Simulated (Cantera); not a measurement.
# Thermodynamics of calcination and drying, feed MgCO3 + H2O + CO2

Input: 1 mol MgCO3, 1.4 mol H2O, 0.17 mol CO2, held at 0.00133 bar.

These are equilibrium values from Cantera (NASA tables, ideal gas, pure condensed phases), not measurements of a reactor. Candidate condensed phases: C, C6H6, C7H8, C8H18, H2O, Mg, MgCO3, MgO, Mg(OH)2; 116 gas species. Kinetics and transport are ignored.

| T (°C) | x H2O | x CO2 | x CO | x O2 | x H2 | x OH | x H | x O | x Mg | n MgO(s) |
|---|---|---|---|---|---|---|---|---|---|---|
| 1300 | 0.542 | 0.451 | 0.00353 | 0.00236 | 0.00147 | 0.000569 | 4.26e-5 | 1.39e-5 | 1.23e-8 | 1.000 |
| 1350 | 0.540 | 0.448 | 0.00550 | 0.00359 | 0.00214 | 0.000926 | 8.75e-5 | 3.12e-5 | 5.61e-8 | 1.000 |
| 1400 | 0.538 | 0.444 | 0.00832 | 0.00533 | 0.00304 | 0.00146 | 0.000172 | 6.68e-5 | 2.33e-7 | 1.000 |
| 1450 | 0.534 | 0.439 | 0.0122 | 0.00770 | 0.00425 | 0.00224 | 0.000325 | 0.000137 | 8.93e-7 | 1.000 |
| 1500 | 0.530 | 0.432 | 0.0176 | 0.0109 | 0.00581 | 0.00336 | 0.000594 | 0.000268 | 3.17e-6 | 1.000 |
| 1550 | 0.524 | 0.422 | 0.0246 | 0.0150 | 0.00780 | 0.00490 | 0.00105 | 0.000506 | 1.05e-5 | 1.000 |
| 1600 | 0.516 | 0.410 | 0.0336 | 0.0202 | 0.0103 | 0.00698 | 0.00179 | 0.000920 | 3.26e-5 | 1.000 |
| 1650 | 0.506 | 0.395 | 0.0448 | 0.0267 | 0.0134 | 0.00972 | 0.00298 | 0.00162 | 9.58e-5 | 1.000 |
| 1700 | 0.493 | 0.376 | 0.0584 | 0.0344 | 0.0171 | 0.0132 | 0.00483 | 0.00275 | 0.000267 | 0.999 |
| 1750 | 0.477 | 0.353 | 0.0742 | 0.0434 | 0.0215 | 0.0176 | 0.00762 | 0.00455 | 0.000711 | 0.998 |
| 1800 | 0.457 | 0.327 | 0.0919 | 0.0537 | 0.0265 | 0.0230 | 0.0117 | 0.00729 | 0.00181 | 0.994 |
| 1850 | 0.432 | 0.297 | 0.111 | 0.0651 | 0.0321 | 0.0293 | 0.0176 | 0.0114 | 0.00443 | 0.986 |
| 1900 | 0.401 | 0.264 | 0.129 | 0.0776 | 0.0379 | 0.0364 | 0.0257 | 0.0173 | 0.0104 | 0.967 |
x: gas mole fraction; n: condensed amount in mol.

From 1300 °C to 1900 °C the condensed part is MgO(s). The main Mg-bearing gas is Mg(OH)2 at 1300 °C and Mg at 1900 °C.
